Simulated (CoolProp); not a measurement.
Aqueous ethanol as a coolant, at 12 °C, 1 atm.

Model: Melinder's fits for secondary coolants, in CoolProp.

```csv
mass %,freezing point (°C),viscosity (mPa s),density (kg/m³),Prandtl number,cp (kJ/(kg K))
3.6,?,?,992.7,?,?
12.5,-5.8,?,980.7,19.4,4.358
21.5,-12.4,3.09,970.3,29.7,4.331
30.4,-20.5,3.72,958.1,38.7,4.190
39.3,-28.9,3.98,942.5,44.1,3.996
48.2,-36.3,3.92,?,?,3.797
57.2,-42.8,3.65,903.8,45.3,3.568
```

Question: Some entries are withheld; supply them.

Answer: 
- 3.6, freezing point (°C): -1.5
- 3.6, viscosity (mPa s): 1.46
- 3.6, Prandtl number: 11.1
- 3.6, cp (kJ/(kg K)): 4.253
- 12.5, viscosity (mPa s): 2.24
- 48.2, density (kg/m³): 923.9
- 48.2, Prandtl number: 46.2
